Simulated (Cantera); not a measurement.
# Thermodynamics of tantalum, niobium, vanadium and zirconium in process gases, feed Nb + O2 + H2 + H2O

Input: 1 mol Nb, 0.87 mol O2, 3.3 mol H2, 0.00013 mol H2O, held at 1.50 Pa.

Equilibrium computed with Cantera from the NASA thermochemical tables; the gas is ideal and each condensed phase is pure. Candidate condensed phases: H2O, Nb, NbO, NbO2, Nb2O5; 12 gas species. Mutual solubility and eutectic melting of coexisting phases are not modelled. NbO: taken at fixed stoichiometry. Condensed phases not in the tables: the oxides between NbO2 and Nb2O5, N, O or C dissolved in the metal. Equilibrium is a limit: real reactors are often held back by kinetics, nucleation or transport.

```json
[
 {"T (°C)": "1675", "log p H": "-5.46", "log p H2": "-5.02", "log p NbO2": "-5.76", "log p NbO": "-7.22", "log p O": "-9.05", "log p H2O": "-7.00", "log p OH": "-8.49", "n NbO(s)": "0.272", "n NbO2(s)": "0.206", "n Nb(s)": "0"},
 {"T (°C)": "1725", "log p H": "-5.34", "log p H2": "-5.10", "log p NbO2": "-5.65", "log p NbO": "-6.82", "log p O": "-8.90", "log p H2O": "-7.27", "log p OH": "-8.52", "n NbO(s)": "0.230", "n NbO2(s)": "0", "n Nb(s)": "0"},
 {"T (°C)": "1775", "log p H": "-5.24", "log p H2": "-5.17", "log p NbO2": "-5.67", "log p NbO": "-6.44", "log p O": "-8.89", "log p H2O": "-7.66", "log p OH": "-8.68", "n NbO(s)": "0.145", "n NbO2(s)": "0", "n Nb(s)": "0"},
 {"T (°C)": "1825", "log p H": "-5.15", "log p H2": "-5.28", "log p NbO2": "-5.70", "log p NbO": "-6.16", "log p O": "-8.80", "log p H2O": "-7.99", "log p OH": "-8.79", "n NbO(s)": "0", "n NbO2(s)": "0", "n Nb(s)": "0.00398"},
 {"T (°C)": "1875", "log p H": "-5.08", "log p H2": "-5.39", "log p NbO2": "-5.73", "log p NbO": "-6.18", "log p O": "-8.45", "log p H2O": "-8.03", "log p OH": "-8.61", "n NbO(s)": "0", "n NbO2(s)": "0", "n Nb(s)": "0"},
 {"T (°C)": "1925", "log p H": "-5.02", "log p H2": "-5.52", "log p NbO2": "-5.76", "log p NbO": "-6.20", "log p O": "-8.09", "log p H2O": "-8.09", "log p OH": "-8.44", "n NbO(s)": "0", "n NbO2(s)": "0", "n Nb(s)": "0"},
 {"T (°C)": "1975", "log p H": "-4.97", "log p H2": "-5.68", "log p NbO2": "-5.79", "log p NbO": "-6.21", "log p O": "-7.76", "log p H2O": "-8.18", "log p OH": "-8.30", "n NbO(s)": "0", "n NbO2(s)": "0", "n Nb(s)": "0"},
 {"T (°C)": "2025", "log p H": "-4.94", "log p H2": "-5.85", "log p NbO2": "-5.81", "log p NbO": "-6.22", "log p O": "-7.45", "log p H2O": "-8.30", "log p OH": "-8.19", "n NbO(s)": "0", "n NbO2(s)": "0", "n Nb(s)": "0"},
 {"T (°C)": "2075", "log p H": "-4.92", "log p H2": "-6.03", "log p NbO2": "-5.83", "log p NbO": "-6.21", "log p O": "-7.16", "log p H2O": "-8.45", "log p OH": "-8.10", "n NbO(s)": "0", "n NbO2(s)": "0", "n Nb(s)": "0"},
 {"T (°C)": "2125", "log p H": "-4.91", "log p H2": "-6.22", "log p NbO2": "-5.86", "log p NbO": "-6.18", "log p O": "-6.92", "log p H2O": "-8.62", "log p OH": "-8.05", "n NbO(s)": "0", "n NbO2(s)": "0", "n Nb(s)": "0"}
]
```
log p: log10 of the partial pressure in bar; n: condensed amount in mol.

At 1675 °C the condensed part is NbO(s) + NbO2(s). From 1725 °C to 1775 °C the condensed part is NbO(s). At 1825 °C the condensed part is Nb(s). From 1875 °C to 2125 °C nothing is condensed. The main Nb-bearing gas is NbO2 throughout.
